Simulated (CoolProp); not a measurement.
Vapour pressure (MPa) of n-nonane: the reference equation beside estimates from Tc = 594.5 K, pc = 2.282 MPa, ω = 0.443.

Values from CoolProp's reference Helmholtz-energy equation of state, Lemmon 2006. It is a short technical equation, of lower accuracy than the large ones.

```csv
T (K),reference,Lee-Kesler,van der Waals,Redlich-Kwong,Soave-Redlich-Kwong,Peng-Robinson
405.6,0.06075,0.06058,0.4006,0.1599,0.06055,0.06108
418.1,0.08665,0.08673,…,…,0.08667,…
430.5,0.1202,0.1207,0.5424,0.2638,0.1207,0.1206
443,0.1636,0.1647,0.6244,0.3308,0.1648,0.1641
455.4,0.2178,0.2196,0.7132,…,0.2201,0.2185
467.9,0.2855,0.2881,…,0.4988,0.2894,…
480.3,0.3674,0.3710,0.9150,0.6013,0.3735,0.3693
492.8,0.4671,…,1.029,0.7183,0.4761,0.4702
505.3,0.5861,0.5916,1.151,0.8500,0.5987,0.5911
517.7,0.7257,0.7321,1.280,0.9958,0.7425,0.7331
530.2,0.8907,0.8982,…,1.159,0.9122,0.9014
```

Task: Fill in the missing entries.

Result: 
- 418.1, van der Waals: 0.4683
- 418.1, Redlich-Kwong: 0.2074
- 418.1, Peng-Robinson: 0.08696
- 455.4, Redlich-Kwong: 0.4085
- 467.9, van der Waals: 0.8105
- 467.9, Peng-Robinson: 0.2866
- 492.8, Lee-Kesler: 0.4716
- 530.2, van der Waals: 1.419

Absolute difference from the reference over all 11 rows, mean and median: Lee-Kesler 0.7 and 0.8 %, van der Waals 231.4 and 183.9 %, Redlich-Kwong 83.3 and 74.7 %, Soave-Redlich-Kwong 1.3 and 1.4 %, Peng-Robinson 0.6 and 0.5 %.
